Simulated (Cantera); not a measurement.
What does this Cantera script print?

```python
import numpy as np
import cantera as ct

gas = ct.Solution("gri30.yaml")
gas.TPX = 2200, 34000, {'NO': 1, 'N2': 7.2}
reactor = ct.IdealGasConstPressureReactor(gas, energy="off", clone=False)
net = ct.ReactorNet([reactor])
net.rtol, net.atol = 1e-08, 1e-18
show = ['NO', 'N2O', 'O2', 'NO2', 'N2', 'O']
times = np.geomspace(9e-06, 20, 9)

steps = ct.SolutionArray(gas, extra=["t"])
rows = []
print(f"{'t/s':>10s}{'T/K':>9s}{'P/Pa':>11s}" + "".join(f"{s:>11s}" for s in show))
for t in times:
    while net.time < t:
        t_next = net.step()
        steps.append(gas.state, t=t_next)
    rows.append([np.interp(t, steps.t, y) for y in (steps.T, steps.P, *steps(*show).X.T)])
    print(f"{t:10.3e}{rows[-1][0]:9.1f}{rows[-1][1]:11.4g}" + "".join(f"{x:11.3e}" for x in rows[-1][2:]))
rate = np.gradient(steps.T, steps.t)
print("integrator steps:", len(steps.t))
if steps.T.max() > steps.T[0] + 200:
    print(f"time of steepest temperature rise: {steps.t[rate.argmax()]:.4e} s")
gas.TPX = 2200, 34000, {'NO': 1, 'N2': 7.2}
gas.equilibrate("TP")
print(f"equilibrium (TP): T = {gas.T:.1f} K  " + "  ".join(f"{s} {gas[s].X[0]:.3e}" for s in show))
```

Result:

```
       t/s      T/K       P/Pa         NO        N2O         O2        NO2         N2          O
 9.000e-06   2200.0    3.4e+04  1.220e-01  1.955e-07  1.356e-10  7.317e-10  8.780e-01  1.997e-07
 5.592e-05   2200.0    3.4e+04  1.219e-01  1.140e-06  5.393e-09  2.188e-08  8.780e-01  1.299e-06
 3.475e-04   2200.0    3.4e+04  1.219e-01  4.911e-06  2.478e-07  3.544e-07  8.780e-01  1.001e-05
 2.159e-03   2200.0    3.4e+04  1.218e-01  7.853e-06  1.399e-05  3.237e-06  8.781e-01  8.059e-05
 1.342e-02   2200.0    3.4e+04  1.206e-01  7.498e-06  5.064e-04  1.044e-05  8.786e-01  2.709e-04
 8.337e-02   2200.0    3.4e+04  1.109e-01  6.221e-06  5.284e-03  1.543e-05  8.834e-01  4.217e-04
 5.180e-01   2200.0    3.4e+04  4.970e-02  1.327e-06  3.563e-02  1.532e-05  9.138e-01  8.966e-04
 3.219e+00   2200.0    3.4e+04  7.237e-03  2.540e-07  5.676e-02  2.789e-06  9.349e-01  1.111e-03
 2.000e+01   2200.0    3.4e+04  7.179e-03  2.537e-07  5.679e-02  2.768e-06  9.349e-01  1.112e-03
integrator steps: 869
equilibrium (TP): T = 2200.0 K  NO 7.179e-03  N2O 2.537e-07  O2 5.679e-02  NO2 2.768e-06  N2 9.349e-01  O 1.112e-03
```

Detailed kinetics in Cantera: GRI-Mech 3.0 (53 species, 325 reactions).
